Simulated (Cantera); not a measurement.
Mixture: H2 : O2 : N2 = 1 : 0.312 : 1.17 (molar parts), at 1.01 bar, adiabatic and at constant pressure. Ignition delay is the time to a rise of 400 K.

Model: the H2/O2 subset of GRI-Mech 3.0, which has no nitrogen chemistry, integrated in Cantera. Below about 950 K walls govern HO2 and H2O2 in real vessels.

Task: At T0 = 1100 K, what is the delay, and which 7 reactions control it most (d ln τ / d ln k, from doubling and halving each rate constant)?

Result: The delay is 95.5 µs.
```csv
reaction,d ln τ / d ln k,faster rate
H + O2 <=> O + OH,-1.07,shortens it
H + O2 + M <=> HO2 + M,0.16,lengthens it
H2 + O <=> H + OH,-0.12,shortens it
H + O2 + N2 <=> HO2 + N2,0.12,lengthens it
H + HO2 <=> 2 OH,-0.04,shortens it
H2 + OH <=> H + H2O,-0.04,shortens it
H + HO2 <=> H2 + O2,-0.03,shortens it
```
